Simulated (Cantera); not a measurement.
Equilibrium for silicon oxide and oxynitride deposition: SiH₄ + NO + N₂

Input: 1 mol SiH₄, a varied amount of NO, 8.3 mol N₂, at 673.15 K and 51.0 mbar.

Equilibrium computed with Cantera from the NASA thermochemical tables; the gas is ideal and each condensed phase is pure. Candidate condensed phases: H₂O, Si, SiO₂, Si₂N₂O, Si₃N₄; 35 gas species. Kinetics and transport are ignored.

From 0.52 mol NO to 1.9 mol NO the condensed part is SiO₂(α-quartz) + Si₂N₂O(s). From 3.4 mol NO to 15 mol NO the condensed part is SiO₂(α-quartz).

| n(NO) (mol) | x N₂ | x O₂ | x H₂ | x H₂O | x NH₃ | n SiO₂(α-quartz) | n Si₂N₂O(s) |
|---|---|---|---|---|---|---|---|
| 0.52 | 0.801 | <1e-12 | 0.199 | 7.88e-7 | 5.43e-5 | 0.0133 | 0.493 |
| 1.9 | 0.822 | <1e-12 | 0.178 | 7.13e-7 | 4.67e-5 | 0.933 | 0.0333 |
| 3.4 | 0.833 | <1e-12 | 0.0500 | 0.117 | 6.99e-6 | 1.00 | 0 |
| 4.8 | 0.817 | 0.0305 | <1e-12 | 0.153 | <1e-12 | 1.00 | 0 |
| 6.2 | 0.786 | 0.0759 | <1e-12 | 0.138 | <1e-12 | 1.00 | 0 |
| 7.7 | 0.759 | 0.116 | <1e-12 | 0.125 | <1e-12 | 1.00 | 0 |
| 9.1 | 0.739 | 0.147 | <1e-12 | 0.115 | <1e-12 | 1.00 | 0 |
| 11 | 0.715 | 0.181 | <1e-12 | 0.104 | <1e-12 | 1.00 | 0 |
| 12 | 0.704 | 0.197 | <1e-12 | 0.0985 | <1e-12 | 1.00 | 0 |
| 13 | 0.695 | 0.211 | <1e-12 | 0.0939 | <1e-12 | 1.00 | 0 |
| 15 | 0.678 | 0.236 | <1e-12 | 0.0858 | <1e-12 | 1.00 | 0 |
x: gas mole fraction; n: condensed amount in mol.
